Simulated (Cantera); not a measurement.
An adiabatic, constant-volume homogeneous reactor starts with H2 : O2 : N2 : NO = 1 : 1.39 : 5.22 : 0.019 (molar parts), at 1273 K and 3750 Torr.

Cantera simulation using GRI-Mech 3.0 (53 species, 325 reactions); the numbers are that mechanism's predictions, not measurements. The hydrogen kinetics of GRI-Mech 3.0 are dated; newer H2 mechanisms differ, most at raised pressure. The mechanism lacks 2 NO + O2 → 2 NO2 and HONO, so NO2 and the effect of NO are under-described below about 1400 K.

**Question.** Predict: time of steepest temperature rise; temperature at 3.00 s; equilibrium temperature; x(H2) at 3.00 s; x(O2) at 3.00 s; x(NO) at 3.00 s; x(H2O2) at 3.00 s; x(OH) at 3.00 s.

**Answer.** 
```json
{
 "time_of_steepest_temperature_rise": "8.64 µs",
 "temperature at 3.00 s": "2363 K",
 "equilibrium_temperature": "2363 K",
 "x(H2) at 3.00 s": "0.000401 (gas-phase equilibrium 0.000401)",
 "x(O2) at 3.00 s": "0.118 (gas-phase equilibrium 0.118)",
 "x(NO) at 3.00 s": "0.0129 (gas-phase equilibrium 0.0129)",
 "x(H2O2) at 3.00 s": "7.15e-7 (gas-phase equilibrium 7.15e-7)",
 "x(OH) at 3.00 s": "0.00543 (gas-phase equilibrium 0.00543)"
}
```
